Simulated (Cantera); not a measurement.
Feed: 1 mol Si2Cl6, 4.5 mol NH3, held at 800 K and 0.410 bar.

Equilibrium computed with Cantera from the NASA thermochemical tables; the gas is ideal and each condensed phase is pure. Candidate condensed phases: NH4Cl, Si, Si3N4; 28 gas species. The feed counts by its element totals alone. The numbers say what is thermodynamically allowed, not how fast it happens.

Base state: H2 0.501, HCl 0.293, N2 0.135, SiCl4 0.0705, NH3 0.000160, SiHCl3 0.000109 (mole fractions); condensed: Si3N4(s).

**Question.** What changes in the equilibrium state with this change: temperature from 800 K to 1600 K?

**Answer.** 
```json
[
 {"species": "H2", "before": "0.501", "after": "0.440"},
 {"species": "HCl", "before": "0.293", "after": "0.361"},
 {"species": "N2", "before": "0.135", "after": "0.130"},
 {"species": "SiCl4", "before": "0.0705", "after": "0.0180"},
 {"species": "SiCl2", "before": "<1e-9", "after": "0.0322"},
 {"species": "SiCl3", "before": "1.66e-7", "after": "0.0153"},
 {"species": "H", "before": "<1e-9", "after": "5.63e-5"},
 {"species": "Cl", "before": "<1e-9", "after": "3.66e-5"},
 {"species": "SiH2Cl2", "before": "1.36e-8", "after": "9.28e-5"},
 {"species": "NH3", "before": "0.000160", "after": "2.02e-6"},
 {"species": "Si3N4(s), mol", "before": "0.421", "after": "0.418"}
]
```
The tables' values for SiCl3 are old estimates; treat these amounts as uncertain.

**Question.** What changes in the equilibrium state with this change: Si2Cl6 replaced by trisilylamine?

**Answer.** 
| species | before | after |
|---|---|---|
| H2 | 0.501 | 0.937 |
| N2 | 0.135 | 0.0624 |
| NH3 | 0.000160 | 0.000278 |
| HCl | 0.293 | 0 |
| SiCl4 | 0.0705 | 0 |
| SiHCl3 | 0.000109 | 0 |
| Si3N4(s), mol | 0.421 | 1.00 |
